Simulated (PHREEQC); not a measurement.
Dissolve 0.018 mol/kgw HF and 0.0019 mol/kgw H4SiO4 at 25 °C. Closed to the air; pH follows from the charge balance.

Equilibrium calculation in PHREEQC: ion-association model, phreeqc.dat.

No solid was allowed to form.

Question: Order these F species by the share of F that they hold, largest first: HF2-, SiF6-2, HF, F-.

Answer: SiF6-2 (63 %), HF (31 %), F- (5.2 %), HF2- (0.23 %)

The pH is 2.36 and the ionic strength 0.00664 mol/kgw. Species that the database lacks are ignored. SiF6-2 is the database's only silicon fluoride.
